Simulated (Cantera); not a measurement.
**Adiabatic ignition**

An adiabatic, constant-pressure homogeneous reactor starts with 15.2 % CO, 0.289 % H₂, 4.72 % CH₄, 16.8 % O₂, 63.0 % N₂, at 1448 K and 7500 Torr.

Computed with Cantera and GRI-Mech 3.0 (53 species, 325 reactions).

```csv
t (s),T (K),x CO,x H₂,x CH₄,x HO₂,x CH₂CO,x NO₂
1.00e-6,1448,0.152,0.00289,0.0472,1.74e-7,1.12e-11,<1e-12
4.13e-6,1448,0.152,0.00289,0.0472,4.54e-7,2.69e-10,<1e-12
1.71e-5,1448,0.152,0.00289,0.0472,1.24e-6,7.87e-9,<1e-12
7.06e-5,1453,0.152,0.00293,0.0464,6.10e-6,3.97e-7,<1e-12
0.000292,2908,0.0667,0.00575,<1e-12,1.19e-5,<1e-12,2.82e-6
0.00120,2894,0.0672,0.00587,<1e-12,1.05e-5,<1e-12,7.68e-6
0.00498,2894,0.0672,0.00587,<1e-12,1.05e-5,<1e-12,7.69e-6
0.0206,2894,0.0672,0.00587,<1e-12,1.05e-5,<1e-12,7.69e-6
0.0850,2894,0.0672,0.00587,<1e-12,1.05e-5,<1e-12,7.69e-6
0.351,2894,0.0672,0.00587,<1e-12,1.05e-5,<1e-12,7.69e-6
1.45,2894,0.0672,0.00587,<1e-12,1.05e-5,<1e-12,7.69e-6
6.00,2894,0.0672,0.00587,<1e-12,1.05e-5,<1e-12,7.69e-6
```
x: mole fraction; the columns are a selection and need not sum to one.

| Item | Result |
|---|---|
| time of steepest temperature rise | 0.214 ms |
| temperature at 6.00 s | 2894 K |
| equilibrium temperature | 2894 K |
| x(CO) at 6.00 s | 0.0672 (gas-phase equilibrium 0.0672) |
| x(H₂) at 6.00 s | 0.00587 (gas-phase equilibrium 0.00587) |
| x(CH₄) at 6.00 s | <1e-12 (gas-phase equilibrium <1e-12) |
